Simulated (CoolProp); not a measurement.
Vapour-liquid equilibrium of CHF3 (R23) (1) + CH2F2 (R32) (2) at -4.15 °C; x and y are mole fractions of (1).

Model: multi-fluid Helmholtz-energy mixture model, Penoncello 2003 and Tillner-Roth 1997; pair parameters Bell 2016, in CoolProp.

```
x     bubble pressure (MPa)  y at the bubble point  dew pressure at overall composition x (MPa)  liquid density (mol/L)
----  ---------------------  ---------------------  -------------------------------------------  ----------------------
0.05                 0.7797                  0.121                                       0.7375                   20.31
0.15                 0.9203                  0.312                                       0.7983                   19.81
0.25                  1.063                  0.457                                       0.8694                   19.31
0.35                  1.207                  0.571                                       0.9537                   18.81
0.45                  1.354                  0.664                                        1.055                   18.30
0.55                  1.502                  0.741                                        1.178                   17.78
0.65                  1.654                  0.808                                        1.330                   17.25
0.75                  1.809                  0.868                                        1.521                   16.71
0.85                  1.969                  0.923                                        1.760                   16.14
0.95                  2.138                  0.975                                        2.056                   15.54
```

No azeotrope shows between x = 0.05 and 0.95.

Pair parameters are fitted to limited data, so mixtures are less certain than the pure fluids.
